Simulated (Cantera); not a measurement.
What does this Cantera script print?

```python
import numpy as np
import cantera as ct

gas = ct.Solution("gri30.yaml")
gas.TPX = 1650, 190000, {'NO': 1, 'N2': 7.2}
reactor = ct.IdealGasConstPressureReactor(gas, energy="off", clone=False)
net = ct.ReactorNet([reactor])
net.rtol, net.atol = 1e-08, 1e-18
show = ['NO', 'N2O', 'NO2', 'O', 'O2']
times = np.geomspace(1e-06, 40, 11)

steps = ct.SolutionArray(gas, extra=["t"])
rows = []
print(f"{'t/s':>10s}{'T/K':>9s}{'P/Pa':>11s}" + "".join(f"{s:>11s}" for s in show))
for t in times:
    while net.time < t:
        t_next = net.step()
        steps.append(gas.state, t=t_next)
    rows.append([np.interp(t, steps.t, y) for y in (steps.T, steps.P, *steps(*show).X.T)])
    print(f"{t:10.3e}{rows[-1][0]:9.1f}{rows[-1][1]:11.4g}" + "".join(f"{x:11.3e}" for x in rows[-1][2:]))
rate = np.gradient(steps.T, steps.t)
print("integrator steps:", len(steps.t))
if steps.T.max() > steps.T[0] + 200:
    print(f"time of steepest temperature rise: {steps.t[rate.argmax()]:.4e} s")
gas.TPX = 1650, 190000, {'NO': 1, 'N2': 7.2}
gas.equilibrate("TP")
print(f"equilibrium (TP): T = {gas.T:.1f} K  " + "  ".join(f"{s} {gas[s].X[0]:.3e}" for s in show))
```

It prints:

```
       t/s      T/K       P/Pa         NO        N2O        NO2          O         O2
 1.000e-06   1650.0    1.9e+05  1.220e-01  1.509e-09  5.311e-11  1.456e-09  3.344e-14
 5.757e-06   1650.0    1.9e+05  1.220e-01  8.680e-09  1.578e-09  7.114e-09  9.966e-13
 3.314e-05   1650.0    1.9e+05  1.220e-01  4.980e-08  3.085e-08  1.936e-08  2.008e-11
 1.908e-04   1650.0    1.9e+05  1.220e-01  2.811e-07  2.692e-07  2.547e-08  2.185e-10
 1.099e-03   1650.0    1.9e+05  1.219e-01  1.446e-06  1.812e-06  5.200e-08  4.078e-09
 6.325e-03   1650.0    1.9e+05  1.219e-01  4.746e-06  1.336e-05  2.299e-07  4.045e-07
 3.641e-02   1650.0    1.9e+05  1.218e-01  5.922e-06  4.106e-05  6.221e-07  3.176e-05
 2.096e-01   1650.0    1.9e+05  1.213e-01  5.871e-06  4.635e-05  7.017e-07  2.936e-04
 1.207e+00   1650.0    1.9e+05  1.183e-01  5.586e-06  6.564e-05  1.009e-06  1.772e-03
 6.948e+00   1650.0    1.9e+05  1.033e-01  4.275e-06  1.097e-04  1.909e-06  9.212e-03
 4.000e+01   1650.0    1.9e+05  5.783e-02  1.404e-06  1.104e-04  3.410e-06  3.195e-02
integrator steps: 935
equilibrium (TP): T = 1650.0 K  NO 1.400e-03  N2O 1.243e-07  NO2 3.648e-06  O 4.641e-06  O2 6.027e-02
```

Model: GRI-Mech 3.0 (53 species, 325 reactions), integrated in Cantera.
